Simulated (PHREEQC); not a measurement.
Make-up at 25 °C: 0.29 mol/kgw CdSO4, 0.054 mol/kgw Na2SO4 and 0.055 mol/kgw MnSO4. Closed to the air; pH follows from the charge balance.

The numbers come from PHREEQC with the ion-association model, phreeqc.dat.

Q: The ionic strength comes out as 0.650 mol/kgw. What activity coefficients do Cd2OH+3, NaSO4-, H+, Cd+2, Cd(SO4)2-2 get?

A: Cd2OH+3 0.070, NaSO4- 0.68, H+ 0.76, Cd+2 0.31, Cd(SO4)2-2 0.31.

No solid was allowed to form.
